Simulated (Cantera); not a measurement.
## Iron carbonyl, mercury and lead vapours: PbO + H2

Input: 1 mol PbO, 0.071 mol H2, at 773.15 K and 70.5 Torr.

Cantera equilibrium calculation (NASA polynomials, part measured and part estimated; ideal gas, pure solids and liquids). Candidate condensed phases: H2O, Pb, PbO, PbO2, Pb3O4; 12 gas species. Rates play no part.

The x(H2O) is 1.000, the x(H2) comes out as 5.50e-5 and the n(Pb(l)) is 0.0710 mol. The n(PbO(yellow)) comes out as 0.929 mol, the gas amount comes out as 0.07100 mol and the log10 activity of Pb3O4(s) (absent) comes out as -10.06. The log10 activity of PbO2(s) (absent) is -10.90.
